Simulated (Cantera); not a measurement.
# Gas activation for diamond growth

A perfectly stirred reactor is fed with 1.92 % CH₄, 96.2 % H₂, 1.92 % H, at 0.0150 bar; it is held at 2350 K, and followed from long to short residence time.

Model: GRI-Mech 3.0 (53 species, 325 reactions), integrated in Cantera. GRI-Mech 3.0 stops at C3 and has no aromatics, soot or wall deposition, so with more carbon than oxygen in the feed, carbon stays in small species such as C2H2 where larger ones or solid carbon would form. Radical loss at walls, strong at low pressure, is not modelled.

```csv
τ (s),x CH₄,x H₂,x H,x CH₃,x C₂H
3.0,2.47e-5,0.905,0.0856,4.31e-5,4.35e-5
0.68,9.71e-5,0.927,0.0640,0.000124,3.19e-5
0.15,0.000465,0.948,0.0420,0.000380,2.00e-5
0.035,0.00164,0.959,0.0303,0.000961,1.30e-5
0.0078,0.00472,0.964,0.0234,0.00211,7.39e-6
0.0018,0.00961,0.965,0.0191,0.00348,2.90e-6
0.00039,0.0135,0.965,0.0165,0.00410,5.87e-7
```
x: mole fraction; the columns are a selection and need not sum to one.
